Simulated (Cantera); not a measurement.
An adiabatic, constant-volume homogeneous reactor starts with C₂H₄ : O₂ : N₂ : H₂O = 1 : 1.6 : 7.52 : 2.9 (molar parts), at 1423 K and 0.960 bar.

Computed with Cantera and GRI-Mech 3.0 (53 species, 325 reactions). GRI-Mech 3.0 was tuned for natural gas; its chemistry of ethylene as a main component is partial and can be far from experiment.

### Question
Predict: time of steepest temperature rise; temperature at 0.300 s; equilibrium temperature; x(O₂) at 0.300 s; x(H₂O) at 0.300 s; x(HO₂) at 0.300 s; x(H) at 0.300 s; x(NO) at 0.300 s.

### Answer
time of steepest temperature rise: 46.6 µs
temperature at 0.300 s: 2596 K
equilibrium temperature: 2596 K
x(O₂) at 0.300 s: 0.000288 (gas-phase equilibrium 0.000288)
x(H₂O) at 0.300 s: 0.237 (gas-phase equilibrium 0.237)
x(HO₂) at 0.300 s: 2.36e-7 (gas-phase equilibrium 2.36e-7)
x(H) at 0.300 s: 0.00834 (gas-phase equilibrium 0.00834)
x(NO) at 0.300 s: 0.000814 (gas-phase equilibrium 0.000814)
